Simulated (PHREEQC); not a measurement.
**Arsenic or selenium liquor: an equilibrium model**

Consider water at 20 °C with 0.00077 mol H3AsO4, 0.0043 mol H2SO4 and 0.0255 mol CaCl2 per kg of water. Closed to the air; pH follows from the charge balance.

All values are PHREEQC results (ion-association model, wateq4f.dat), not measurements.

No solid was allowed to form.

**Question.** Predict the pH, ionic strength.

**Answer.** pH 2.16; ionic strength 0.0821 mol/kgw.

**Question.** In which forms is Ca present?

**Answer.** Ca+2 94 %, CaSO4 6.0 % of the Ca.

Species that the database lacks are ignored. The database has no arsenate complexes of Ca.
